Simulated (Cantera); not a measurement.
Input (Python, Cantera):

```python
import numpy as np
import cantera as ct

gas = ct.Solution("gri30.yaml")
gas.TPX = 1775, 240000, {'CO': 1.3, 'H2': 0.084, 'O2': 1.26, 'N2': 4.74}
reactor = ct.IdealGasConstPressureReactor(gas, energy="on", clone=False)
net = ct.ReactorNet([reactor])
net.rtol, net.atol = 1e-08, 1e-16
show = ['CO', 'H2', 'O2', 'CO2', 'NO', 'HO2']
times = np.geomspace(4e-06, 2, 10)

steps = ct.SolutionArray(gas, extra=["t"])
rows = []
print(f"{'t/s':>10s}{'T/K':>9s}{'P/Pa':>11s}" + "".join(f"{s:>11s}" for s in show))
for t in times:
    while net.time < t:
        t_next = net.step()
        steps.append(gas.state, t=t_next)
    rows.append([np.interp(t, steps.t, y) for y in (steps.T, steps.P, *steps(*show).X.T)])
    print(f"{t:10.3e}{rows[-1][0]:9.1f}{rows[-1][1]:11.4g}" + "".join(f"{x:11.3e}" for x in rows[-1][2:]))
rate = np.gradient(steps.T, steps.t)
print("integrator steps:", len(steps.t))
if steps.T.max() > steps.T[0] + 200:
    print(f"time of steepest temperature rise: {steps.t[rate.argmax()]:.4e} s")
gas.TPX = 1775, 240000, {'CO': 1.3, 'H2': 0.084, 'O2': 1.26, 'N2': 4.74}
gas.equilibrate("HP")
print(f"equilibrium (HP): T = {gas.T:.1f} K  " + "  ".join(f"{s} {gas[s].X[0]:.3e}" for s in show))
```

Output:

```
       t/s      T/K       P/Pa         CO         H2         O2        CO2         NO        HO2
 4.000e-06   1775.1    2.4e+05  1.760e-01  1.126e-02  1.705e-01  7.625e-05  8.709e-11  3.365e-06
 1.719e-05   1891.3    2.4e+05  1.356e-01  5.800e-04  1.311e-01  4.154e-02  6.196e-06  2.101e-05
 7.388e-05   2365.0    2.4e+05  7.595e-02  6.627e-04  1.031e-01  1.071e-01  2.660e-04  6.826e-06
 3.175e-04   2717.5    2.4e+05  4.697e-02  3.920e-04  9.702e-02  1.411e-01  3.480e-03  4.723e-06
 1.364e-03   2757.9    2.4e+05  4.082e-02  3.440e-04  9.020e-02  1.482e-01  1.444e-02  5.073e-06
 5.863e-03   2751.4    2.4e+05  4.031e-02  3.426e-04  8.718e-02  1.488e-01  2.053e-02  4.902e-06
 2.520e-02   2751.3    2.4e+05  4.030e-02  3.425e-04  8.714e-02  1.488e-01  2.060e-02  4.900e-06
 1.083e-01   2751.3    2.4e+05  4.030e-02  3.425e-04  8.714e-02  1.488e-01  2.060e-02  4.900e-06
 4.654e-01   2751.3    2.4e+05  4.030e-02  3.425e-04  8.714e-02  1.488e-01  2.060e-02  4.900e-06
 2.000e+00   2751.3    2.4e+05  4.030e-02  3.425e-04  8.714e-02  1.488e-01  2.060e-02  4.900e-06
integrator steps: 1271
time of steepest temperature rise: 1.9685e-05 s
equilibrium (HP): T = 2751.3 K  CO 4.030e-02  H2 3.425e-04  O2 8.714e-02  CO2 1.488e-01  NO 2.060e-02  HO2 4.900e-06
```

Model: GRI-Mech 3.0 (53 species, 325 reactions), integrated in Cantera. The hydrogen kinetics of GRI-Mech 3.0 are dated; newer H2 mechanisms differ, most at raised pressure.
